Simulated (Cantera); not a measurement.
Feed: 1 mol Mg(OH)2, 0.0075 mol C, 1.3 mol CO2, held at 1148.15 K and 3980 Torr.

Equilibrium computed with Cantera from the NASA thermochemical tables; the gas is ideal and each condensed phase is pure. Candidate condensed phases: C, C6H6, C7H8, C8H18, H2O, Mg, MgCO3, MgO, Mg(OH)2; 116 gas species. Equilibrium is a limit: real reactors are often held back by kinetics, nucleation or transport.

Base state: CO2 0.563, H2O 0.431, CO 0.00395, H2 0.00256 (mole fractions); condensed: MgO(s).

Problem. What changes in the equilibrium state with this change: temperature from 1148.15 K to 2148.15 K?

Solution. 
```csv
species,before,after
CO2,0.563,0.549
H2O,0.431,0.427
CO,0.00395,0.0146
O2,<1e-9,0.00465
Mg(OH)2,<1e-9,5.06e-5
OH,1.59e-9,0.00211
O,<1e-9,5.72e-5
H,1.58e-9,8.55e-5
H2,0.00256,0.00223
"MgO(s), mol",1.00,1.000
```
